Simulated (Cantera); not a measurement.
An isothermal plug-flow reactor at 750 K and 0.730 bar (inlet), inlet velocity 0.48 m/s, active area per volume 330 1/m; feed H₂ : O₂ : N₂ = 0.0044 : 0.017 : 0.79 (molar parts), equivalence ratio 0.13.

Model: Deutschmann's 1995 Pt surface mechanism with GRI-Mech 3.0 gas chemistry, integrated in Cantera. Catalytic surfaces can have several steady states; this one follows from the mechanism file's or the stated starting coverage. Mass transfer to the wall is taken as infinitely fast.

One state of this run: x H₂ = 1.67e-5; x O₂ = 0.0183; x H₂O = 0.00542; θ free Pt = 0.0433; θ O* = 0.955; θ OH* = 0.00181. x: gas mole fraction; θ: surface coverage.

### Question
Which value of z (m) does it belong to?
A. 0.00083
B. 0.0038
C. 0.00018
D. 0.0014

### Answer
B, 0.0038
